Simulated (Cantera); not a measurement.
An isothermal, constant-pressure homogeneous reactor starts with 2.80 % H2, 82.4 % O2, 14.8 % N2, at 1473 K and 10.5 Torr.

Model: GRI-Mech 3.0 (53 species, 325 reactions), integrated in Cantera. Radical loss at walls, strong at low pressure, is not modelled.

x: mole fraction; the columns are a selection and need not sum to one.

```csv
t (s),x H2,x O2,x OH,x H2O2,x O,x NO2,x HO2
2.00e-5,0.0280,0.824,1.14e-8,5.02e-12,1.16e-8,<1e-12,(withheld)
0.000112,0.0280,0.824,1.80e-7,1.49e-10,1.95e-7,<1e-12,(withheld)
0.000632,0.0279,0.824,3.41e-5,3.41e-9,3.86e-5,<1e-12,9.27e-7
0.00356,0.000324,0.798,0.00403,2.18e-8,0.0222,<1e-12,8.85e-7
0.0200,0.000297,0.800,0.00387,2.13e-8,0.0203,2.03e-12,8.54e-7
0.112,0.000193,0.808,0.00313,1.84e-8,0.0128,9.91e-12,(withheld)
0.632,4.06e-5,0.818,0.00145,9.12e-9,0.00256,3.64e-11,(withheld)
3.56,2.79e-6,0.821,0.000380,1.86e-9,0.000173,1.32e-10,(withheld)
20.0,3.81e-7,0.821,0.000141,5.58e-10,2.35e-5,5.97e-10,(withheld)
```

Q: Complete the blanks.

A: 
- 2.00e-5, x HO2: 2.96e-8
- 0.000112, x HO2: 1.66e-7
- 0.112, x HO2: 7.00e-7
- 0.632, x HO2: 2.89e-7
- 3.56, x HO2: 6.38e-8
- 20.0, x HO2: 7.86e-8
